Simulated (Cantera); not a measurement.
A perfectly stirred reactor is fed with 1.81 % CO, 6.41 % O2, 0.271 % H2O, 90.3 % N2, 1.17 % H2, at 101000 Pa; it is held at 1450 K, and followed from long to short residence time.

Model: GRI-Mech 3.0 (53 species, 325 reactions), integrated in Cantera.

x: mole fraction; the columns are a selection and need not sum to one.

| τ (s) | x CO | x O2 | x H2O | x H2 | x NO | x HO2 |
|---|---|---|---|---|---|---|
| 1.1 | (withheld) | 0.0500 | 0.0146 | 6.78e-6 | 4.88e-6 | 4.68e-7 |
| 0.28 | (withheld) | 0.0500 | 0.0146 | 1.65e-5 | 4.15e-6 | 1.03e-6 |
| 0.072 | (withheld) | 0.0501 | 0.0145 | 3.96e-5 | 2.94e-6 | 2.10e-6 |
| 0.018 | (withheld) | 0.0502 | 0.0144 | 9.44e-5 | 2.09e-6 | 3.83e-6 |
| 0.0045 | (withheld) | 0.0507 | 0.0140 | 0.000217 | 1.99e-6 | 6.04e-6 |
| 0.0011 | (withheld) | 0.0516 | 0.0134 | 0.000479 | 2.41e-6 | 8.28e-6 |
| 0.00029 | (withheld) | 0.0532 | 0.0123 | 0.000958 | 2.31e-6 | 9.97e-6 |

Complete the blanks.


- 1.1, x CO: 6.85e-5
- 0.28, x CO: 0.000171
- 0.072, x CO: 0.000421
- 0.018, x CO: 0.00103
- 0.0045, x CO: 0.00241
- 0.0011, x CO: 0.00522
- 0.00029, x CO: 0.00936
